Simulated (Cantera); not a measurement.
Input: 1 mol FeS2, 810 mol H2, 0.75 mol H2O, held at 4350 Torr.

These are equilibrium values from Cantera (NASA tables, ideal gas, pure condensed phases), not measurements of a reactor. Candidate condensed phases: Fe, FeO, Fe(OH)2, Fe(OH)3, FeS, FeSO4, FeS2, Fe2O3, Fe2(SO4)3, Fe3O4, H2O, H2SO4, S; 22 gas species. Mutual solubility and eutectic melting of coexisting phases are not modelled. FeS: taken at fixed stoichiometry. The numbers say what is thermodynamically allowed, not how fast it happens.

Problem. Which condensed phases are stable at each of these points (T (K)): 725, 875, 1025, 1175, 1325, 1475, 1625, 1775, 1925?

Solution. 
| T (K) | condensed phases | Fe condensed (%) |
|---|---|---|
| 725 | FeS(s) | 100.0 |
| 875 | FeS(s) | 100.0 |
| 1025 | Fe(α) + FeS(s) | 100.0 |
| 1175 | Fe(α) | 100.0 |
| 1325 | Fe(γ) | 100.0 |
| 1475 | Fe(γ) | 100.0 |
| 1625 | Fe(γ) | 100.0 |
| 1775 | Fe(δ) | 99.7 |
| 1925 | Fe(l) | 97.9 |

From 725 K to 875 K the condensed part is FeS(s). At 1025 K the condensed part is Fe(α) + FeS(s). At 1175 K the condensed part is Fe(α). From 1325 K to 1625 K the condensed part is Fe(γ). At 1775 K the condensed part is Fe(δ). At 1925 K the condensed part is Fe(l).
